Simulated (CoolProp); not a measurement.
Properties of n-perfluorohexane at several states.

Model: reference Helmholtz-energy equation of state, Gao 2022, in CoolProp.

```csv
T (K),p (MPa),phase,Z,cp (kJ/(kg K)),speed of sound (m/s),expansivity (1/kK)
264.2,0.151,liquid,0.01311,0.9936,(withheld),1.564
205.5,0.0302,liquid,(withheld),0.9037,(withheld),1.465
229.4,0.911,liquid,0.08632,0.9390,699.5,1.473
213.2,0.31,liquid,0.03089,0.9148,739.0,1.465
307.5,1.15,liquid,0.09193,(withheld),497.9,1.766
```

What belongs in the gaps?


- 264.2, speed of sound (m/s): 606.2
- 205.5, Z: 0.003088
- 205.5, speed of sound (m/s): 758.1
- 307.5, cp (kJ/(kg K)): 1.059
